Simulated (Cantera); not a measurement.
Low-pressure radical oxidation in H2/O2

A perfectly stirred reactor is fed with 2.12 % H2, 81.6 % O2, 16.3 % N2, at 20.0 Torr; it is held at 1425 K, and followed from long to short residence time.

Computed with Cantera and GRI-Mech 3.0 (53 species, 325 reactions). Radical loss at walls, strong at low pressure, is not modelled.

```
τ (s)        x H2   x O2     x N2O      x O      x NO
-------  --------  -----  --------  -------  --------
0.96      4.14e-5  0.811   1.16e-8  0.00223   1.71e-7
0.35      7.42e-5  0.809   1.05e-8  0.00404   1.33e-7
0.13     0.000127  0.807   9.35e-9  0.00674   1.09e-7
0.045    0.000218  0.803   8.05e-9   0.0103   8.33e-8
0.016    0.000374  0.800   6.63e-9   0.0134   5.10e-8
0.0059   0.000695  0.798   4.84e-9   0.0149   2.50e-8
0.0021    0.00150  0.798   2.73e-9   0.0147   9.93e-9
0.00078   0.00338  0.800   1.17e-9   0.0129   3.44e-9
0.00028   0.00787  0.804  3.30e-10  0.00889  7.43e-10
0.00010    0.0179  0.813  2.69e-11  0.00196  1.73e-11
```
x: mole fraction; the columns are a selection and need not sum to one.
